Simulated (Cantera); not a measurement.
A perfectly stirred reactor is fed with 6.67 % H2, 10.3 % O2, 83.1 % N2, at 0.118 atm; it is held at 973 K, and followed from long to short residence time.

Detailed kinetics in Cantera: GRI-Mech 3.0 (53 species, 325 reactions). Radical loss at walls, strong at low pressure, is not modelled. The temperature is held fixed by assumption; the heat of reaction is taken as removed at once.

### Question
Predict: x(H2) at τ = 2.30 s; x(O2) at τ = 2.30 s; x(N2O) at τ = 2.30 s; x(NO) at τ = 2.30 s; x(O) at τ = 2.30 s; x(H2) at τ = 32.0 ms; x(O2) at τ = 32.0 ms; x(N2O) at τ = 32.0 ms; x(NO) at τ = 32.0 ms; x(O) at τ = 32.0 ms.

### Answer
- x(H2) at τ = 2.30 s = 0.000362
- x(O2) at τ = 2.30 s = 0.0718
- x(N2O) at τ = 2.30 s = 6.79e-8
- x(NO) at τ = 2.30 s = 1.44e-8
- x(O) at τ = 2.30 s = 3.80e-5
- x(H2) at τ = 32.0 ms = 0.00392
- x(O2) at τ = 32.0 ms = 0.0732
- x(N2O) at τ = 32.0 ms = 1.59e-8
- x(NO) at τ = 32.0 ms = 1.24e-7
- x(O) at τ = 32.0 ms = 0.000482
